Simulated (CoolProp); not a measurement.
Computed with CoolProp (reference Helmholtz-energy equation of state, Lemmon 2006). It is a short technical equation, of lower accuracy than the large ones.

For C2F6 (R116), give the phase and the Z, cp (kJ/(kg K)), viscosity (µPa s), fugacity coefficient at 27.75 °C and 847 kPa.


- 27.75 °C and 847 kPa: gas; Z 0.910, cp 0.823, viscosity 14.3, fugacity coefficient 0.916

Viscosity comes from a separate model (Huber 2003), an estimate that may be off by 10 % or more.
